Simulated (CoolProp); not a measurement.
Vapour-liquid equilibrium of p-xylene (1) + n-nonane (2) at 355.9 K; x and y are mole fractions of (1).

The numbers come from the multi-fluid Helmholtz-energy mixture model, Zhou 2012 and Lemmon 2006; pair parameters Bell 2016 in CoolProp.

Question: Give the bubble pressure and the first vapour's composition at x = 0.125, 0.425, 0.95. Is there an azeotrope?

Answer: x = 0.125: 0.01184 MPa, y = 0.195; x = 0.425: 0.01387 MPa, y = 0.539; x = 0.95: 0.01706 MPa, y = 0.967. No azeotrope shows between x = 0.05 and 0.95.

Pair parameters are fitted to limited data, so mixtures are less certain than the pure fluids.
